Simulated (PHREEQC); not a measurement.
Solution (20 °C): 0.13 mol AgF, 0.074 mol NaNO3 and 0.19 mol Zn(NO3)2 per kg of water. Closed to the air; pH follows from the charge balance.

The numbers come from PHREEQC with the ion-association model, wateq4f.dat.

Precipitation was switched off in this run.

Question: Estimate the pH, activity of water.

Answer: pH 6.18; activity of water 0.984.

Question: In which forms is Na present?

Answer: Na+ 98 %, NaF 1.8 % of the Na.
